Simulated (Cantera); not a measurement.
Input (Python, Cantera):

```python
import numpy as np
import cantera as ct

gas = ct.Solution("gri30.yaml")
gas.TPX = 1025, 13332, {'H2': 1.2, 'O2': 1, 'N2': 19}
inlet = ct.Reservoir(gas, clone=True)

reactor = ct.IdealGasConstPressureReactor(gas, energy="off", clone=False)
exhaust = ct.Reservoir(gas, clone=True)
tau = [3.5, 1.7, 0.84, 0.41, 0.2, 0.097, 0.047, 0.023, 0.011, 0.0055][0]
for a, b in ((inlet, reactor), (reactor, exhaust)):
    ct.MassFlowController(a, b, mdot=lambda t: reactor.mass / tau)
net = ct.ReactorNet([reactor])
show = ['H2', 'O2', 'N2O', 'NO', 'HO2', 'OH', 'O']

rows = []
print(f"{'tau/s':>10s}{'T/K':>9s}" + "".join(f"{s:>11s}" for s in show))
for tau in [3.5, 1.7, 0.84, 0.41, 0.2, 0.097, 0.047, 0.023, 0.011, 0.0055]:
    net.initial_time = 0.0
    net.advance(30 * tau)
    before = gas.X
    net.advance(40 * tau)
    drift = np.max(np.abs(gas.X - before) / (gas.X + 1e-9))
    rows.append([gas.T, *gas[show].X, drift])
    print(f"{tau:10.3e}{gas.T:9.1f}" + "".join(f"{x:11.3e}" for x in gas[show].X))
```

It prints:

```
     tau/s      T/K         H2         O2        N2O         NO        HO2         OH          O
 3.500e+00   1025.0  1.882e-04  1.948e-02  5.947e-08  5.096e-08  1.413e-06  5.682e-05  3.127e-05
 1.700e+00   1025.0  2.968e-04  1.953e-02  4.878e-08  7.186e-08  1.655e-06  7.342e-05  5.040e-05
 8.400e-01   1025.0  4.589e-04  1.960e-02  3.966e-08  1.057e-07  1.866e-06  9.470e-05  7.958e-05
 4.100e-01   1025.0  7.088e-04  1.971e-02  3.174e-08  1.591e-07  2.050e-06  1.231e-04  1.253e-04
 2.000e-01   1025.0  1.086e-03  1.989e-02  2.514e-08  2.381e-07  2.206e-06  1.604e-04  1.951e-04
 9.700e-02   1025.0  1.656e-03  2.019e-02  1.974e-08  3.496e-07  2.340e-06  2.093e-04  3.007e-04
 4.700e-02   1025.0  2.508e-03  2.066e-02  1.546e-08  4.938e-07  2.461e-06  2.715e-04  4.566e-04
 2.300e-02   1025.0  3.745e-03  2.141e-02  1.218e-08  6.544e-07  2.580e-06  3.467e-04  6.750e-04
 1.100e-02   1025.0  5.607e-03  2.260e-02  9.553e-09  7.972e-07  2.715e-06  4.373e-04  9.785e-04
 5.500e-03   1025.0  8.116e-03  2.423e-02  7.576e-09  8.475e-07  2.863e-06  5.294e-04  1.325e-03
```

Cantera simulation using GRI-Mech 3.0 (53 species, 325 reactions); the numbers are that mechanism's predictions, not measurements. Radical loss at walls, strong at low pressure, is not modelled. The temperature is held fixed by assumption; the heat of reaction is taken as removed at once.
